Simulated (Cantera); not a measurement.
Dilute partial oxidation

An isothermal, constant-pressure homogeneous reactor starts with CH₃OH : O₂ : N₂ = 0.0033 : 0.0057 : 1 (molar parts), at 1198 K and 8.49 atm.

Cantera simulation using GRI-Mech 3.0 (53 species, 325 reactions); the numbers are that mechanism's predictions, not measurements. GRI-Mech 3.0 was tuned for natural gas; its chemistry of methanol as a main component is partial and can be far from experiment.

| t (s) | x CH₃OH | x O₂ | x HO₂ | x CH₂O | x NO | x NO₂ | x HCO |
|---|---|---|---|---|---|---|---|
| 2.00e-6 | 0.00327 | 0.00565 | 6.55e-10 | 1.18e-9 | <1e-12 | <1e-12 | <1e-12 |
| 9.35e-6 | 0.00327 | 0.00565 | 5.86e-9 | 9.78e-9 | <1e-12 | <1e-12 | <1e-12 |
| 4.37e-5 | 0.00327 | 0.00565 | 3.18e-8 | 5.27e-8 | <1e-12 | <1e-12 | <1e-12 |
| 0.000205 | 0.00327 | 0.00565 | 1.69e-7 | 2.91e-7 | <1e-12 | <1e-12 | <1e-12 |
| 0.000956 | 0.00327 | 0.00565 | 9.00e-7 | 2.06e-6 | <1e-12 | <1e-12 | 1.07e-12 |
| 0.00447 | 0.00318 | 0.00562 | 8.91e-6 | 8.12e-5 | <1e-12 | <1e-12 | 5.09e-10 |
| 0.0209 | 1.72e-11 | 0.00157 | 2.51e-6 | 1.07e-10 | 1.45e-8 | 1.57e-9 | 4.57e-11 |
| 0.0978 | <1e-12 | 0.000929 | 9.71e-7 | <1e-12 | 2.38e-8 | 4.12e-9 | 2.55e-12 |
| 0.457 | <1e-12 | 0.000748 | 7.32e-8 | <1e-12 | 2.74e-8 | 7.42e-9 | <1e-12 |
| 2.14 | <1e-12 | 0.000742 | 1.91e-10 | <1e-12 | 3.50e-8 | 1.77e-10 | <1e-12 |
| 10.0 | <1e-12 | 0.000742 | 8.32e-11 | <1e-12 | 3.51e-8 | 1.04e-10 | <1e-12 |
x: mole fraction; the columns are a selection and need not sum to one.

Equilibrium at this temperature and pressure: CH₃OH <1e-12, O₂ 0.000736, HO₂ 8.26e-11, CH₂O <1e-12, NO 1.28e-5, NO₂ 3.79e-8, HCO <1e-12 (gas phase only).
